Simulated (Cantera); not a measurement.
**Stirred combustor or abatement burner**

A perfectly stirred reactor is fed with CO : H₂ : CH₄ : O₂ : N₂ = 1 : 0.05 : 1.4 : 3.32 : 29.9 (molar parts), at 1.00 atm; it is adiabatic with a 375 K inlet, and is followed from long to short residence time, starting on the burning branch (τ in s: 0.42, 0.17, 0.073, 0.03, 0.013, 0.0052, 0.0022, 0.0009, 0.00038, 0.00016, 6.5e-05, 2.7e-05).

Computed with Cantera and GRI-Mech 3.0 (53 species, 325 reactions).

```
τ (s)    T (K)     x CO      x H₂     x CH₄   x H₂O₂   x C₂H₄     x C₂H    x CH₃
-------  -----  -------  --------  --------  -------  -------  --------  -------
0.42      1523  0.00238  0.000998   8.27e-6  5.77e-8  6.81e-9  2.71e-12  1.66e-6
0.17      1513  0.00313   0.00130   1.46e-5  8.99e-8  1.27e-8  5.00e-12  2.64e-6
0.073     1502  0.00406   0.00165   2.54e-5  1.34e-7  2.32e-8  8.81e-12  4.10e-6
0.030     1486  0.00536   0.00210   4.65e-5  1.99e-7  4.64e-8  1.64e-11  6.63e-6
0.013     1465  0.00706   0.00259   8.59e-5  2.83e-7  9.85e-8  3.03e-11  1.08e-5
0.0052    1431   0.0100   0.00318  0.000188  4.03e-7  2.74e-7  6.04e-11  1.96e-5
0.0022     375   0.0280   0.00140    0.0392   <1e-12   <1e-12    <1e-12   <1e-12
0.00090    375   0.0280   0.00140    0.0392   <1e-12   <1e-12    <1e-12   <1e-12
0.00038    375   0.0280   0.00140    0.0392   <1e-12   <1e-12    <1e-12   <1e-12
0.00016    375   0.0280   0.00140    0.0392   <1e-12   <1e-12    <1e-12   <1e-12
6.5e-5     375   0.0280   0.00140    0.0392   <1e-12   <1e-12    <1e-12   <1e-12
2.7e-5     375   0.0280   0.00140    0.0392   <1e-12   <1e-12    <1e-12   <1e-12
```
x: mole fraction; the columns are a selection and need not sum to one.
